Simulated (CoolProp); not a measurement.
C2F6 (R116) at several states: fugacity coefficient from the reference equation and from simpler models built on Tc = 293.0 K, pc = 3.048 MPa, ω = 0.257; each cubic takes its own stable root.

Model: reference Helmholtz-energy equation of state, Lemmon 2006, in CoolProp. It is a short technical equation, of lower accuracy than the large ones.

```csv
T (K),p (MPa),phase,reference
259,4.87,liquid,0.2433
198.4,3.11,liquid,0.04324
417.4,0.0455,gas,0.9987
351.1,0.354,gas,0.9796
395.5,8.57,supercritical,0.7451
254.7,4.02,liquid,0.2551
```

**Question.** How far does each simpler model (van der Waals, Redlich-Kwong, Soave-Redlich-Kwong) lie from the reference over these 6 states: mean and median of the absolute difference, and the worst?

**Answer.** 
- van der Waals: mean 70.6 %, median 28.9 %, worst +314.2 % at 198.4 K and 3.11 MPa
- Redlich-Kwong: mean 17.3 %, median 11.2 %, worst +63.8 % at 198.4 K and 3.11 MPa
- Soave-Redlich-Kwong: mean 1.5 %, median 1.7 %, worst +2.8 % at 259 K and 4.87 MPa
